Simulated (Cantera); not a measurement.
**Adiabatic ignition**

An adiabatic, constant-pressure homogeneous reactor starts with 3.65 % CH4, 0.438 % H2, 13.0 % O2, 82.9 % N2, equivalence ratio 0.58, at 1625 K and 2.66 atm.

Model: GRI-Mech 3.0 (53 species, 325 reactions), integrated in Cantera.

```csv
t (s),T (K),x CH4,x H2,x O2,x CO2,x OH
4.00e-6,1625,0.0365,0.00438,0.130,9.26e-11,1.18e-7
1.23e-5,1625,0.0365,0.00438,0.130,2.43e-9,2.79e-7
3.78e-5,1625,0.0364,0.00438,0.130,1.62e-7,1.38e-6
0.000116,1644,0.0321,0.00500,0.127,6.11e-5,3.26e-5
0.000357,2366,<1e-12,0.000894,0.0539,0.0339,0.00547
0.00110,2381,<1e-12,0.000637,0.0537,0.0348,0.00469
0.00337,2379,<1e-12,0.000635,0.0533,0.0348,0.00466
0.0103,2375,<1e-12,0.000628,0.0523,0.0348,0.00458
0.0318,2369,<1e-12,0.000616,0.0506,0.0348,0.00443
0.0976,2365,<1e-12,0.000609,0.0496,0.0349,0.00435
0.300,2364,<1e-12,0.000609,0.0495,0.0349,0.00435
```
x: mole fraction; the columns are a selection and need not sum to one.

```
Item                                                                  Result
---------------------------------  -----------------------------------------
time of steepest temperature rise                                   0.154 ms
temperature at 0.300 s                                                2364 K
equilibrium temperature                                               2364 K
x(CH4) at 0.300 s                      <1e-12 (gas-phase equilibrium <1e-12)
x(H2) at 0.300 s                   0.000609 (gas-phase equilibrium 0.000609)
x(O2) at 0.300 s                       0.0495 (gas-phase equilibrium 0.0495)
```
